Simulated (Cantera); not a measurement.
A Cantera script and its output.

```python
import numpy as np
import cantera as ct

gas = ct.Solution("gri30.yaml")
gas.TPX = 2673, 10000, {'CH4': 0.023, 'H2': 0.1, 'O2': 0.013}
reactor = ct.IdealGasConstPressureReactor(gas, energy="off", clone=False)
net = ct.ReactorNet([reactor])
net.rtol, net.atol = 1e-08, 1e-18
show = ['CH4', 'H2', 'O2', 'H2O', 'C2H']
times = np.geomspace(0.0001, 20, 14)

steps = ct.SolutionArray(gas, extra=["t"])
rows = []
print(f"{'t/s':>10s}{'T/K':>9s}{'P/Pa':>11s}" + "".join(f"{s:>11s}" for s in show))
for t in times:
    while net.time < t:
        t_next = net.step()
        steps.append(gas.state, t=t_next)
    rows.append([np.interp(t, steps.t, y) for y in (steps.T, steps.P, *steps(*show).X.T)])
    print(f"{t:10.3e}{rows[-1][0]:9.1f}{rows[-1][1]:11.4g}" + "".join(f"{x:11.3e}" for x in rows[-1][2:]))
rate = np.gradient(steps.T, steps.t)
print("integrator steps:", len(steps.t))
if steps.T.max() > steps.T[0] + 200:
    print(f"time of steepest temperature rise: {steps.t[rate.argmax()]:.4e} s")
gas.TPX = 2673, 10000, {'CH4': 0.023, 'H2': 0.1, 'O2': 0.013}
gas.equilibrate("TP")
print(f"equilibrium (TP): T = {gas.T:.1f} K  " + "  ".join(f"{s} {gas[s].X[0]:.3e}" for s in show))
```

Output:

```
       t/s      T/K       P/Pa        CH4         H2         O2        H2O        C2H
 1.000e-04   2673.0      1e+04  7.081e-03  7.428e-01  6.016e-06  1.131e-01  2.002e-04
 2.557e-04   2673.0      1e+04  3.468e-03  7.579e-01  1.418e-06  9.415e-02  1.751e-04
 6.539e-04   2673.0      1e+04  2.086e-03  7.740e-01  8.738e-07  6.564e-02  1.214e-04
 1.672e-03   2673.0      1e+04  8.302e-04  7.868e-01  3.957e-07  3.580e-02  5.617e-05
 4.276e-03   2673.0      1e+04  1.270e-04  7.836e-01  2.046e-07  1.874e-02  8.690e-06
 1.094e-02   2673.0      1e+04  7.132e-09  7.578e-01  3.483e-07  1.594e-02  5.683e-10
 2.797e-02   2673.0      1e+04  7.242e-11  7.276e-01  6.632e-07  1.544e-02  3.203e-14
 7.152e-02   2673.0      1e+04  5.393e-11  7.190e-01  7.751e-07  1.529e-02  2.586e-14
 1.829e-01   2673.0      1e+04  5.362e-11  7.188e-01  7.774e-07  1.529e-02  2.576e-14
 4.677e-01   2673.0      1e+04  5.362e-11  7.188e-01  7.774e-07  1.529e-02  2.576e-14
 1.196e+00   2673.0      1e+04  5.362e-11  7.188e-01  7.774e-07  1.529e-02  2.576e-14
 3.058e+00   2673.0      1e+04  5.362e-11  7.188e-01  7.774e-07  1.529e-02  2.576e-14
 7.821e+00   2673.0      1e+04  5.362e-11  7.188e-01  7.774e-07  1.529e-02  2.576e-14
 2.000e+01   2673.0      1e+04  5.362e-11  7.188e-01  7.774e-07  1.529e-02  2.576e-14
integrator steps: 1937
equilibrium (TP): T = 2673.0 K  CH4 5.706e-11  H2 7.188e-01  O2 7.774e-07  H2O 1.529e-02  C2H 2.732e-14
```

Cantera simulation using GRI-Mech 3.0 (53 species, 325 reactions); the numbers are that mechanism's predictions, not measurements. The temperature is held fixed by assumption; the heat of reaction is taken as removed at once.
